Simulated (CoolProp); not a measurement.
Properties of trans-2-butene along the isotherm 105.45 °C (Tc = 155.5 °C, pc = 40.19 bar, ω = 0.210).

The numbers come from the reference Helmholtz-energy equation of state, Lemmon 2005 in CoolProp. It is a short technical equation, of lower accuracy than the large ones.

| p (bar) | phase | density (kg/m³) | Joule-Thomson coefficient (K/MPa) | isothermal compressibility (1/MPa) | expansivity (1/kK) | fugacity coefficient |
|---|---|---|---|---|---|---|
| 0.191 | gas | 0.3413 | 13.01 | 52.49 | 2.663 | 0.9975 |
| 0.391 | gas | 0.7005 | 13.05 | 25.71 | 2.686 | 0.9949 |
| 0.804 | gas | 1.448 | [?] | 12.57 | 2.735 | 0.9896 |
| 1.65 | gas | 3.006 | 13.32 | 6.198 | 2.841 | 0.9786 |
| 3.39 | gas | 6.332 | 13.73 | 3.097 | 3.082 | 0.9562 |
| 6.96 | gas | 13.76 | 14.74 | 1.609 | 3.713 | 0.9102 |
| 14.3 | gas | 33.07 | [?] | 0.9732 | 6.311 | 0.8154 |
| 29.4 | liquid | [?] | 0.3470 | 0.01171 | 3.944 | 0.4677 |
| 60.3 | liquid | 503.5 | 0.1435 | 0.008431 | 3.170 | 0.2548 |

Q: Fill in the missing entries.

A: 
- 0.804, Joule-Thomson coefficient (K/MPa): 13.14
- 14.3, Joule-Thomson coefficient (K/MPa): 18.13
- 29.4, density (kg/m³): 488.4
